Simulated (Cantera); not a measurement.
A jet of CH4 : O2 : N2 = 0.016 : 0.05 : 0.79 (molar parts), equivalence ratio 0.64 at 300 K and 16000 Pa hits a platinum plate 6.9 cm away at a mass flux of 0.19 kg/m²/s; the plate temperature is set and raised in steps from an oxygen-covered start.

Detailed kinetics in Cantera: Deutschmann's 1995 Pt surface mechanism with GRI-Mech 3.0 gas chemistry. Catalytic surfaces can have several steady states; this one follows from the mechanism file's or the stated starting coverage.

x: mole fraction at the wall; θ: surface coverage.

```
plate T (K)  wall x CH4  wall x O2  wall x H2O  wall x OH  wall x CO  wall x CO2  θ free Pt   θ O*    θ OH*
-----------  ----------  ---------  ----------  ---------  ---------  ----------  ---------  -----  -------
900              0.0105     0.0410      0.0153    1.82e-8    4.26e-6      0.0100      0.223  0.776  0.00137
950                 [?]        [?]         [?]        [?]    4.27e-6         [?]        [?]    [?]  0.00143
1000            0.00538     0.0302      0.0247    1.50e-7    4.22e-6      0.0163      0.378  0.621  0.00137
1050            0.00401     0.0273      0.0271    3.55e-7    4.26e-6      0.0179      0.454  0.545  0.00125
1100                [?]     0.0255      0.0287        [?]    4.43e-6      0.0190        [?]    [?]      [?]
```

Task: Fill in the missing entries.

Result: 
- 950, wall x CH4: 0.00749
- 950, wall x O2: 0.0347
- 950, wall x H2O: 0.0208
- 950, wall x OH: 5.65e-8
- 950, wall x CO2: 0.0137
- 950, θ free Pt: 0.300
- 950, θ O*: 0.699
- 1100, wall x CH4: 0.00311
- 1100, wall x OH: 7.61e-7
- 1100, θ free Pt: 0.526
- 1100, θ O*: 0.473
- 1100, θ OH*: 0.00111
